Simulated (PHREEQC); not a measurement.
A made-up water analysis in mmol/kgw, 25 °C, pH 5.82, pe 12.3:

| constituent | mmol/kgw |
|---|---|
| Na | 0.0145 |
| K | 0.00273 |
| Ca | 0.023 |
| Mg | 0.021 |
| Cl | 0.0498 |
| S(6) | 0.0271 |
| Alkalinity (meq/kgw) | 0.0039 |
| Li | 0.000463 |
| Si | 0.00102 |
| Sr | 0.000367 |
| O(0) (counted as O atoms) | 0.000407 |

Valence states are taken as typed.

Equilibrium calculation in PHREEQC: ion-association model, phreeqc.dat.

No solid was allowed to form.

**Question.** Predict the charge-balance error.

**Answer.** charge-balance error -0.7 %.

**Question.** In which forms is C present?

**Answer.** CO2 77 %, HCO3- 23 % of the C.

Species that the database lacks are ignored.
